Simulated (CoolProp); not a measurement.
Saturation properties of fluorine.

Model: reference Helmholtz-energy equation of state, de Reuck 1990, in CoolProp.

| T (K) | p (MPa) | liquid density (kg/m³) | liquid cp (kJ/(kg K)) | surface tension (mN/m) |
|---|---|---|---|---|
| 106.9 | 0.7194 | 1333 | 1.644 | 7.70 |
| 110.2 | 0.9010 | 1303 | 1.681 | 6.89 |
| 113.4 | 1.107 | 1274 | 1.726 | 6.11 |
| 116.7 | 1.352 | 1242 | 1.783 | 5.33 |
| 119.9 | 1.625 | 1208 | 1.855 | 4.59 |
| 123.2 | 1.946 | 1172 | 1.953 | 3.85 |
| 126.4 | 2.298 | 1133 | 2.084 | 3.15 |
| 129.7 | 2.708 | 1089 | 2.282 | 2.46 |
| 133 | 3.168 | 1039 | 2.596 | 1.81 |
| 136.2 | 3.668 | 980.6 | 3.141 | 1.21 |

It boils at 85.0 K under 1 atm.

Surface tension comes from a separate correlation (Mulero 2012).
